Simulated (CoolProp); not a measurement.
Saturation properties of C3F8 (R218) (Tc = 345.0 K, pc = 2.640 MPa, ω = 0.317).

Model: reference Helmholtz-energy equation of state, Lemmon 2006, in CoolProp. It is a short technical equation, of lower accuracy than the large ones.

| T (K) | p (MPa) | vapour density (kg/m³) |
|---|---|---|
| 275.3 | 0.4442 | 42.67 |
| 278.3 | 0.4883 | 46.94 |
| 281.3 | 0.5356 | 51.56 |
| 284.4 | 0.5879 | 56.74 |
| 287.4 | 0.6421 | 62.17 |
| 290.5 | 0.7020 | 68.27 |
| 293.5 | 0.7638 | 74.68 |
| 296.6 | 0.8318 | 81.88 |
| 299.6 | 0.9018 | 89.47 |
| 302.6 | 0.9762 | 97.75 |
| 305.7 | 1.058 | ? |
| 308.7 | ? | 117.0 |
| 311.8 | 1.233 | ? |
| 314.8 | 1.327 | ? |

Q: Fill in the missing entries.

A: 
- 305.7, vapour density (kg/m³): 107.1
- 308.7, p (MPa): 1.142
- 311.8, vapour density (kg/m³): 128.4
- 314.8, vapour density (kg/m³): 140.5

It boils at 236.4 K under 1 atm.
